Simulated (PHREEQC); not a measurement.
Model water analysis in mg/L, 25 °C, pH 6.26, pe 9:

```csv
constituent,mg/L
Na,2.59
K,4.36
Ca,3.45
Mg,0.468
Cl,6.39
S(6) as SO4,4.81
Alkalinity as HCO3,9.22
Ni,0.00372
```

Na is adjusted to close the charge balance.
Valence states are taken as typed.

The numbers come from PHREEQC with the ion-association model, wateq4f.dat.

This is a speciation only: nothing precipitates in the calculation.

Q: Order these Ni species by the share of Ni that they hold, largest first: NiCO3, Ni+2, NiSO4, NiHCO3+.

A: Ni+2 (90 %), NiCO3 (7.5 %), NiHCO3+ (1.7 %), NiSO4 (0.69 %)

The pH is 6.26 and the ionic strength 0.000584 mol/kgw. Species that the database lacks are ignored.
